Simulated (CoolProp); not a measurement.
Values from CoolProp's reference Helmholtz-energy equation of state, Wu 2012.

### Question
For fluoroethane (R161), give the phase and the isothermal compressibility (1/MPa), fugacity coefficient at 382.3 K and 4.96 bar; 395.5 K and 4.96 bar.

### Answer
- 382.3 K and 4.96 bar: gas; isothermal compressibility 2.09, fugacity coefficient 0.967
- 395.5 K and 4.96 bar: gas; isothermal compressibility 2.08, fugacity coefficient 0.971
